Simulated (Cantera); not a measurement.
Charge: 1 mol MgO, 6 mol HCl, at 902 °C and 0.260 bar.

Method: chemical equilibrium by Gibbs-energy minimisation in Cantera with the NASA 1993 tables (ideal gas, pure condensed phases). Candidate condensed phases: H2O, Mg, MgCl2, MgO, Mg(OH)2; 22 gas species. Rates play no part.

Base state: HCl 0.969, H2O 0.0152, MgCl2 0.0152, H2 3.81e-5, Cl 3.30e-5, Cl2 2.16e-5 (mole fractions); condensed: MgO(s).

What changes in the equilibrium state with this change: MgO replaced by B2O3?


```
species        before     after
------------  -------  --------
HCl             0.969     0.999
H2O            0.0152  0.000663
BCl3                0  0.000355
MgCl2          0.0152         0
B3O3Cl3             0   9.59e-5
HBO2                0   2.92e-5
Cl2           2.16e-5   2.23e-5
H2            3.81e-5   3.91e-5
MgO(s), mol     0.909         0
B2O3(l), mol        0     0.998
```
Gases not in the tables: H3BO3. Further candidate phases: B, B2O3, B3O3H3.
